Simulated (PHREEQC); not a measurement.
## Acid rinse or clean

Dissolve 120 mmol/kgw HBr and 0.085 mmol/kgw KCl at 25 °C. Closed to the air; pH follows from the charge balance.

Equilibrium calculation in PHREEQC: ion-association model, wateq4f.dat.

Precipitation was switched off in this run.

**Question.** What pH does the model give?

**Answer.** pH 1.01.
